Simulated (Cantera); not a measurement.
Ignition delay

Mixture: 7.79 % C3H8, 20.5 % O2, 71.7 % N2, equivalence ratio 1.9, at 3750 Torr, adiabatic and at constant pressure. Ignition delay is the time to a rise of 400 K.

Cantera simulation using GRI-Mech 3.0 (53 species, 325 reactions); the numbers are that mechanism's predictions, not measurements. GRI-Mech 3.0 was tuned for natural gas; its chemistry of propane as a main component is partial and can be far from experiment.

```tsv
T0 (K)	delay (ms)
1075	32.7
1125	11.9
1175	4.37
1225	1.67
1275	0.678
1325	0.296
1375	0.140
```

```
Quantity                                                 Value
--------------------------------------------------  ----------
apparent activation energy between 1275 and 1375 K  230 kJ/mol
```
